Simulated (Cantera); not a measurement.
A closed system holds: 1 mol Si₂Cl₆, 750 mol H₂, held at 1325 °C and 0.320 bar.

Method: chemical equilibrium by Gibbs-energy minimisation in Cantera with the NASA 1993 tables (ideal gas, pure condensed phases). Candidate condensed phases: Si; 19 gas species. The feed counts by its element totals alone. The numbers say what is thermodynamically allowed, not how fast it happens.

Base state: H₂ 0.992, HCl 0.00756, SiCl₂ 0.000198, H 9.39e-5 (mole fractions); condensed: Si(s).

**Question.** What changes in the equilibrium state with this change: pressure from 0.320 bar to 0.00133 bar?

**Answer.** 
```json
[
 {"species": "H₂", "before": "0.992", "after": "0.991"},
 {"species": "HCl", "before": "0.00756", "after": "0.00755"},
 {"species": "H", "before": "9.39e-5", "after": "0.00145"},
 {"species": "Si", "before": "2.93e-7", "after": "7.04e-5"},
 {"species": "SiCl₂", "before": "0.000198", "after": "0.000198"},
 {"species": "Si(s), mol", "before": "1.84", "after": "1.78"}
]
```

**Question.** What changes in the equilibrium state with this change: Si₂Cl₆ replaced by SiH₂Cl₂?

**Answer.** 
```csv
species,before,after
H₂,0.992,0.997
HCl,0.00756,0.00261
H,9.39e-5,9.41e-5
SiCl₂,0.000198,2.35e-5
"Si(s), mol",1.84,0.977
```

**Question.** What changes in the equilibrium state with this change: H₂ from 750 to 70 mol?

**Answer.** 
```json
[
 {"species": "H₂", "before": "0.992", "after": "0.931"},
 {"species": "HCl", "before": "0.00756", "after": "0.0563"},
 {"species": "SiCl₂", "before": "0.000198", "after": "0.0117"},
 {"species": "SiCl₄", "before": "1.72e-8", "after": "6.03e-5"},
 {"species": "SiCl₃", "before": "1.18e-6", "after": "0.000535"},
 {"species": "SiHCl₃", "before": "3.24e-7", "after": "0.000143"},
 {"species": "Si(s), mol", "before": "1.84", "after": "1.08"}
]
```
The tables' values for SiCl₃ are old estimates; treat these amounts as uncertain.
